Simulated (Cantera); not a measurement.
What does this Cantera script print?

```python
import numpy as np
import cantera as ct

gas = ct.Solution("gri30.yaml")
gas.TPX = 725, 67000, {'CH4': 1, 'O2': 4.35, 'N2': 16.3}
inlet = ct.Reservoir(gas, clone=True)
gas.equilibrate("HP")  # start burning
reactor = ct.IdealGasConstPressureReactor(gas, energy="on", clone=False)
exhaust = ct.Reservoir(gas, clone=True)
tau = [0.025, 0.01, 0.0044, 0.0018, 0.00076, 0.00032, 0.00013, 5.6e-05, 2.4e-05][0]
for a, b in ((inlet, reactor), (reactor, exhaust)):
    ct.MassFlowController(a, b, mdot=lambda t: reactor.mass / tau)
net = ct.ReactorNet([reactor])
show = ['CH4', 'O2', 'NO2', 'CH2', 'C2H', 'H2O2', 'H']

rows = []
print(f"{'tau/s':>10s}{'T/K':>9s}" + "".join(f"{s:>11s}" for s in show))
for tau in [0.025, 0.01, 0.0044, 0.0018, 0.00076, 0.00032, 0.00013, 5.6e-05, 2.4e-05]:
    net.initial_time = 0.0
    net.advance(30 * tau)
    before = gas.X
    net.advance(40 * tau)
    drift = np.max(np.abs(gas.X - before) / (gas.X + 1e-9))
    rows.append([gas.T, *gas[show].X, drift])
    print(f"{tau:10.3e}{gas.T:9.1f}" + "".join(f"{x:11.3e}" for x in gas[show].X))
```

Output:

```
     tau/s      T/K        CH4         O2        NO2        CH2        C2H       H2O2          H
 2.500e-02   1734.9  2.694e-05  1.083e-01  1.193e-08  9.753e-08  6.787e-13  1.076e-07  7.859e-05
 1.000e-02   1722.3  4.803e-05  1.083e-01  7.796e-09  1.947e-07  1.208e-12  1.554e-07  1.826e-04
 4.400e-03   1704.3  8.211e-05  1.086e-01  5.262e-09  3.477e-07  1.997e-12  2.155e-07  3.741e-04
 1.800e-03   1673.7  1.542e-04  1.092e-01  3.558e-09  6.304e-07  3.621e-12  3.102e-07  7.597e-04
 7.600e-04   1628.5  3.115e-04  1.109e-01  2.451e-09  1.111e-06  7.370e-12  4.522e-07  1.333e-03
 3.200e-04   1558.9  7.822e-04  1.150e-01  1.481e-09  2.153e-06  2.091e-11  6.997e-07  1.864e-03
 1.300e-04    725.0  4.619e-02  2.009e-01  1.594e-20  4.434e-32 -1.112e-39  3.075e-18  5.098e-22
 5.600e-05    725.0  4.619e-02  2.009e-01 -4.765e-24  7.837e-33 -1.451e-43  3.804e-20  2.031e-22
 2.400e-05    725.0  4.619e-02  2.009e-01  5.193e-28  1.195e-33  5.433e-47  7.152e-21  7.864e-23
```

Detailed kinetics in Cantera: GRI-Mech 3.0 (53 species, 325 reactions).
